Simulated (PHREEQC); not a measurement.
A column of 1 m (40 cells, dispersivity 0.035 m, 3600 s a shift, diffusion coefficient 3e-10 m²/s) holds 0.04 eq of the database's cation exchanger X per kg of pore water, first in equilibrium with 15 mmol/kgw MgSO4, 7.7 mmol/kgw KCl and 0.01 mmol/kgw HCl. It is flushed with 0.00043 mol/kgw (NH4)2SO4, 0.021 mol/kgw CaCl2 and 1e-05 mol/kgw HCl, at 40 °C. Values are for the last cell. CO2 from the air is kept out. Precipitation was switched off in this run.

The series has 33 steps of pore volumes, from 0 to 4.013.

Computed with PHREEQC (ion-association model, phreeqc.dat).

After how many pore volumes does Ca at the outlet first reach half of its feed value?

By 2.0 pore volumes.

After how many pore volumes does NH4 at the outlet first reach half of its feed value?

By 1.4 pore volumes.

Away from 25 °C the constants follow the database's enthalpies or fits; those with neither stay at their 25 °C values.
